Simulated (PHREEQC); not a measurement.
Make-up at 25 °C: 96 mmol/kgw NaOH, 0.56 mmol/kgw LiF, 1 mmol/kgw HNO3 and 11 mmol/kgw HBr. Closed to the air; pH follows from the charge balance.

Model: ion-association model, phreeqc.dat, run in PHREEQC.

Precipitation was switched off in this run.

Task: Estimate the pH, density.

Result: pH 12.80; density 1.002 g/cm³.

Task: In which forms is F present?

Result: F- 97 %, NaF 3.1 % of the F.
